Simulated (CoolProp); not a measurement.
Saturation properties of hydrogen chloride.

Computed with CoolProp (reference Helmholtz-energy equation of state, Thol 2018).

```json
[
 {"T (°C)": "-69.85", "p (bar)": "2.229", "liquid density (kg/m³)": "1147", "vapour density (kg/m³)": "5.064"},
 {"T (°C)": "-59.25", "p (bar)": "3.605", "liquid density (kg/m³)": "1119", "vapour density (kg/m³)": "7.939"},
 {"T (°C)": "-48.65", "p (bar)": "5.552", "liquid density (kg/m³)": "1089", "vapour density (kg/m³)": "11.94"},
 {"T (°C)": "-38.05", "p (bar)": "8.206", "liquid density (kg/m³)": "1058", "vapour density (kg/m³)": "17.37"},
 {"T (°C)": "-27.45", "p (bar)": "11.71", "liquid density (kg/m³)": "1025", "vapour density (kg/m³)": "24.58"},
 {"T (°C)": "-16.85", "p (bar)": "16.23", "liquid density (kg/m³)": "990.2", "vapour density (kg/m³)": "34.09"},
 {"T (°C)": "-6.25", "p (bar)": "21.92", "liquid density (kg/m³)": "952.0", "vapour density (kg/m³)": "46.57"},
 {"T (°C)": "4.35", "p (bar)": "28.96", "liquid density (kg/m³)": "909.9", "vapour density (kg/m³)": "63.05"},
 {"T (°C)": "14.95", "p (bar)": "37.56", "liquid density (kg/m³)": "862.3", "vapour density (kg/m³)": "85.26"},
 {"T (°C)": "25.55", "p (bar)": "47.96", "liquid density (kg/m³)": "806.1", "vapour density (kg/m³)": "116.4"},
 {"T (°C)": "36.15", "p (bar)": "60.44", "liquid density (kg/m³)": "734.3", "vapour density (kg/m³)": "164.0"}
]
```

It boils at -85.0 °C under 1 atm.
